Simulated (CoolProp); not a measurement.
Saturation properties of CH3F (R41) (Tc = 317.3 K, pc = 59.06 bar, ω = 0.200).

Model: reference Helmholtz-energy equation of state, Lemmon 2006, in CoolProp. It is a short technical equation, of lower accuracy than the large ones.

| T (K) | p (bar) | vapour density (kg/m³) | enthalpy of vaporisation (kJ/kg) | liquid cp (kJ/(kg K)) | surface tension (mN/m) |
|---|---|---|---|---|---|
| 226.7 | 4.485 | 9.067 | 438.1 | 2.163 | 10.6 |
| 233.5 | 5.819 | 11.67 | 425.8 | [?] | 9.66 |
| 240.3 | 7.434 | 14.84 | 412.7 | 2.239 | 8.70 |
| 247.2 | 9.396 | 18.75 | 398.4 | 2.291 | 7.74 |
| 254 | 11.69 | 23.42 | 383.3 | 2.354 | 6.82 |
| 260.8 | 14.37 | 29.06 | [?] | 2.432 | 5.92 |
| 267.6 | 17.50 | 35.90 | 349.0 | 2.529 | 5.05 |
| 274.4 | 21.10 | 44.24 | 329.3 | 2.656 | 4.20 |
| 281.2 | 25.24 | 54.51 | [?] | 2.827 | 3.39 |
| 288.1 | 30.04 | 67.59 | 282.2 | 3.075 | 2.61 |
| 294.9 | 35.43 | 84.23 | 253.4 | [?] | 1.87 |
| 301.7 | 41.55 | 106.8 | 218.7 | 4.165 | 1.20 |

Problem. Fill in the missing entries.

Solution. 
- 233.5, liquid cp (kJ/(kg K)): 2.197
- 260.8, enthalpy of vaporisation (kJ/kg): 366.9
- 281.2, enthalpy of vaporisation (kJ/kg): 307.4
- 294.9, liquid cp (kJ/(kg K)): 3.460

It boils at 194.8 K under 1 atm.

Surface tension comes from a separate correlation (Mulero 2012).
